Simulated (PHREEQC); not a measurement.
Dissolve 43 mmol/kgw H2SO4 and 140 mmol/kgw MnSO4 at 25 °C. It is in equilibrium with CO2 at log p = 0 (atm). Otherwise closed; pH follows from the charge balance.

All values are PHREEQC results (ion-association model, wateq4f.dat), not measurements.

**Question.** The ionic strength comes out as 0.339 mol/kgw. What activity coefficients do MnHCO3+, H+, HSO4-, SO4-2, Mn+2 get?

**Answer.** MnHCO3+ 0.70, H+ 0.78, HSO4- 0.69, SO4-2 0.24, Mn+2 0.28.

Precipitation was switched off in this run.
